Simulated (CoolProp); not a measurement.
Vapour-liquid equilibrium of ethanol (1) + o-xylene (2) at 133 kPa; x and y are mole fractions of (1).

The numbers come from the multi-fluid Helmholtz-energy mixture model, Schroeder 2014 and Zhou 2012; pair parameters Bell 2016 in CoolProp.

Problem. Give the bubble temperature and the first vapour's composition at x = 0.35, 0.45, 0.75. Is there an azeotrope?

Solution. x = 0.35: 366.3 K, y = 0.867; x = 0.45: 364.9 K, y = 0.878; x = 0.75: 361.8 K, y = 0.913. No azeotrope shows between x = 0.05 and 0.95.

The pair parameters rest on a limited set of measurements; away from them the model extrapolates. With so large a gap from Raoult's law the liquid may split in two, which this calculation doesn't test in full.
